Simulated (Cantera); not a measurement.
Input: 1 mol Si2Cl6, a varied amount of N2, at 1498.15 K and 66000 Pa.

These are equilibrium values from Cantera (NASA tables, ideal gas, pure condensed phases), not measurements of a reactor. Candidate condensed phases: Si, Si3N4; 13 gas species. The feed counts by its element totals alone. N2 is the only nitrogen source here; it is nearly inert below about 1500 K, so the nitride shown seldom forms there in practice. The tables' values for SiCl3 are old estimates; treat these amounts as uncertain. Rates play no part.

log p: log10 of the partial pressure in bar; n: condensed amount in mol.

```csv
n(N2) (mol),log p N2,log p SiCl4,log p SiCl3,log p SiCl2,log p Cl,log p Cl2,log p SiCl,n Si3N4(s)
9.7,-0.25,-1.10,-1.96,-2.31,-4.90,-7.33,-7.90,0.138
13,-0.23,-1.22,-2.05,-2.38,-4.93,-7.38,-7.94,0.136
17,-0.22,-1.33,-2.14,-2.44,-4.96,-7.44,-7.97,0.133
23,-0.21,-1.46,-2.24,-2.51,-4.99,-7.50,-8.01,0.130
31,-0.20,-1.59,-2.33,-2.57,-5.02,-7.56,-8.05,0.126
41,-0.20,-1.71,-2.43,-2.64,-5.05,-7.62,-8.08,0.122
54,-0.19,?,-2.52,?,-5.08,?,-8.11,0.118
73,-0.19,-1.97,-2.62,-2.77,-5.11,-7.75,-8.15,0.112
97,-0.19,?,-2.72,?,-5.14,?,-8.18,0.107
130,-0.19,-2.24,-2.82,-2.90,-5.18,-7.88,-8.22,0.100
170,-0.18,-2.36,-2.92,-2.97,-5.21,-7.94,-8.25,0.0940
230,-0.18,-2.51,-3.03,-3.04,-5.24,-8.01,-8.29,0.0859
```

Problem. Complete the blanks.

Solution. 
- 97, log p SiCl4: -2.10
- 97, log p SiCl2: -2.84
- 97, log p Cl2: -7.81
- 54, log p SiCl4: -1.84
- 54, log p SiCl2: -2.70
- 54, log p Cl2: -7.68
